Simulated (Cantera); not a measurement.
A freely propagating, adiabatic, planar premixed flame of H₂ : O₂ : N₂ = 1 : 0.227 : 0.932 (molar parts), equivalence ratio 2.2, unburnt at 550 K and 4.93 atm; mixture-averaged transport, grid criteria slope 0.08 and curve 0.16, no radiation.

Model: the H2/O2 subset of GRI-Mech 3.0, which has no nitrogen chemistry, integrated in Cantera. The hydrogen kinetics of GRI-Mech 3.0 are dated; newer H2 mechanisms differ, most at raised pressure. Burning velocities carry a grid error of a few per cent, more on coarse grids.

Question: How do the results move with these cheaper or finer settings: unity-Lewis-number transport; multicomponent transport; multicomponent+Soret transport; grid criteria slope 0.5, curve 1; grid criteria slope 0.25, curve 0.5; grid criteria slope 0.03, curve 0.06?

Answer: 
| setting | laminar burning velocity | thermal thickness | peak x(OH) | peak x(H) | grid points |
|---|---|---|---|---|---|
| as above | 695 cm/s | 0.0568 mm | 0.00283 | 0.0471 | 113 |
| unity-Lewis-number transport | 431 cm/s | 0.0565 mm | 0.00287 | 0.0489 | 105 |
| multicomponent transport | 683 cm/s | 0.0572 mm | 0.00281 | 0.0470 | 113 |
| multicomponent+Soret transport | 660 cm/s | 0.0556 mm | 0.00286 | 0.0466 | 113 |
| grid criteria slope 0.5, curve 1 | 706 cm/s | 0.0758 mm | 0.00277 | 0.0464 | 37 |
| grid criteria slope 0.25, curve 0.5 | 702 cm/s | 0.0633 mm | 0.00293 | 0.0477 | 47 |
| grid criteria slope 0.03, curve 0.06 | 692 cm/s | 0.0555 mm | 0.00281 | 0.0469 | 255 |
Unity Lewis numbers drop preferential diffusion, which matters most where H2 and H carry the flame; Soret adds thermal diffusion.
